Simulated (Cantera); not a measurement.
An isothermal, constant-pressure homogeneous reactor starts with 6.86 % H₂, 4.90 % O₂, 88.2 % N₂, equivalence ratio 0.70, at 900 K and 1.00 bar.

Detailed kinetics in Cantera: GRI-Mech 3.0 (53 species, 325 reactions). Below about 950 K walls govern HO2 and H2O2 in real vessels. The temperature is held fixed by assumption; the heat of reaction is taken as removed at once.

Q: Predict: x(H₂) at 6.00 s; x(O₂) at 6.00 s; x(H₂O₂) at 6.00 s; x(O) at 6.00 s; x(OH) at 6.00 s.

A: 
| Item | Value |
|---|---|
| x(H₂) at 6.00 s | 0.0172 (gas-phase equilibrium 1.85e-12) |
| x(O₂) at 6.00 s | 0.0237 (gas-phase equilibrium 0.0152) |
| x(H₂O₂) at 6.00 s | 7.87e-5 (gas-phase equilibrium 5.97e-12) |
| x(O) at 6.00 s | 1.85e-8 (gas-phase equilibrium <1e-12) |
| x(OH) at 6.00 s | 1.97e-8 (gas-phase equilibrium 5.76e-9) |
